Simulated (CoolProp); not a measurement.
A Linde-Hampson liquefier for normal hydrogen: isothermal reversible compression at 230 K from 1 atm to 25 MPa, throttling to 1 atm, return gas leaving the recuperator 2 K below the feed. Each further row changes one setting.

The numbers come from the reference Helmholtz-energy equation of state, Leachman 2009 in CoolProp.

| case | compression work (kJ/kg of gas) |
|---|---|
| as stated | 5390 |
| high pressure 50 MPa | 6240 |
| warm-end temperature 260 K | 6080 |
| warm-end gap 7 K | 5390 |
